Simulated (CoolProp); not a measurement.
Saturation properties of nitrous oxide.

Model: reference Helmholtz-energy equation of state, Lemmon 2006, in CoolProp. It is a short technical equation, of lower accuracy than the large ones.

```json
[
 {"T (K)": "195.3", "p (kPa)": "183.7", "liquid density (kg/m³)": "1199", "vapour density (kg/m³)": "5.188", "surface tension (mN/m)": "21.3"},
 {"T (K)": "202.2", "p (kPa)": "260.4", "liquid density (kg/m³)": "1178", "vapour density (kg/m³)": "7.185", "surface tension (mN/m)": "19.8"},
 {"T (K)": "209.1", "p (kPa)": "359.5", "liquid density (kg/m³)": "1156", "vapour density (kg/m³)": "9.728", "surface tension (mN/m)": "18.3"},
 {"T (K)": "215.9", "p (kPa)": "483.1", "liquid density (kg/m³)": "1134", "vapour density (kg/m³)": "12.86", "surface tension (mN/m)": "16.8"},
 {"T (K)": "222.8", "p (kPa)": "638.7", "liquid density (kg/m³)": "1111", "vapour density (kg/m³)": "16.79", "surface tension (mN/m)": "15.3"},
 {"T (K)": "229.7", "p (kPa)": "829.1", "liquid density (kg/m³)": "1087", "vapour density (kg/m³)": "21.59", "surface tension (mN/m)": "13.9"},
 {"T (K)": "236.6", "p (kPa)": "1059", "liquid density (kg/m³)": "1062", "vapour density (kg/m³)": "27.42", "surface tension (mN/m)": "12.4"},
 {"T (K)": "243.5", "p (kPa)": "1332", "liquid density (kg/m³)": "1036", "vapour density (kg/m³)": "34.45", "surface tension (mN/m)": "11.0"},
 {"T (K)": "250.4", "p (kPa)": "1654", "liquid density (kg/m³)": "1009", "vapour density (kg/m³)": "42.90", "surface tension (mN/m)": "9.66"},
 {"T (K)": "257.3", "p (kPa)": "2030", "liquid density (kg/m³)": "980.6", "vapour density (kg/m³)": "53.06", "surface tension (mN/m)": "8.32"},
 {"T (K)": "264.1", "p (kPa)": "2457", "liquid density (kg/m³)": "950.6", "vapour density (kg/m³)": "65.11", "surface tension (mN/m)": "7.03"},
 {"T (K)": "271", "p (kPa)": "2953", "liquid density (kg/m³)": "917.8", "vapour density (kg/m³)": "79.92", "surface tension (mN/m)": "5.77"},
 {"T (K)": "277.9", "p (kPa)": "3520", "liquid density (kg/m³)": "882.1", "vapour density (kg/m³)": "98.09", "surface tension (mN/m)": "4.55"},
 {"T (K)": "284.8", "p (kPa)": "4162", "liquid density (kg/m³)": "842.2", "vapour density (kg/m³)": "120.9", "surface tension (mN/m)": "3.38"},
 {"T (K)": "291.7", "p (kPa)": "4888", "liquid density (kg/m³)": "796.0", "vapour density (kg/m³)": "150.5", "surface tension (mN/m)": "2.28"}
]
```

It boils at 184.7 K under 1 atm.

Surface tension comes from a separate correlation (Mulero 2012).
